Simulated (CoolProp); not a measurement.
The fluoroketone C6F12O (FK-5-1-12) at 293.15 K and 0.0207 MPa is throttled through a valve to 0.00617 MPa with no heat exchange. Each further row changes one setting.

Computed with CoolProp (reference Helmholtz-energy equation of state, McLinden 2015).

```csv
case,temperature change (K),final density (kg/m³)
as stated,-0.4,?
outlet pressure 0.00185 MPa,-0.6,?
outlet pressure 0.00802 MPa,-0.4,?
```

Question: Fill in the missing entries.

Answer: 
- as stated, final density (kg/m³): 0.806
- outlet pressure 0.00185 MPa, final density (kg/m³): 0.241
- outlet pressure 0.00802 MPa, final density (kg/m³): 1.05
